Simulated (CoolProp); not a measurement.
Saturated liquid density (kg/m³) of octamethylcyclotetrasiloxane (D4): the reference equation beside estimates from Tc = 313.4 °C, pc = 1.347 MPa, ω = 0.598.

Values from CoolProp's reference Helmholtz-energy equation of state, Thol 2015.

| T (°C) | reference | Redlich-Kwong | Peng-Robinson |
|---|---|---|---|
| 100.75 | 862.2 | 720.5 | 878.1 |
| 104.35 | 857.9 | 716.6 | 874.4 |
| 107.95 | 853.5 | 712.6 | 870.7 |
| 111.55 | 849.1 | 708.6 | 867.0 |
| 115.15 | 844.6 | 704.5 | 863.1 |
| 118.75 | 840.2 | 700.4 | 859.2 |
| 122.45 | 835.6 | 696.1 | 855.1 |
| 126.05 | 831.1 | 691.8 | 851.0 |
| 129.65 | 826.5 | 687.5 | 846.8 |
| 133.25 | 822.0 | 683.2 | 842.5 |
| 136.85 | 817.4 | 678.8 | 838.2 |
| 140.45 | 812.8 | 674.3 | 833.7 |
| 144.05 | 808.1 | 669.8 | 829.2 |
| 147.75 | 803.3 | 665.1 | 824.5 |

Absolute difference from the reference over all 14 rows, mean and median: Redlich-Kwong 16.8 and 16.7 %, Peng-Robinson 2.3 and 2.4 %.
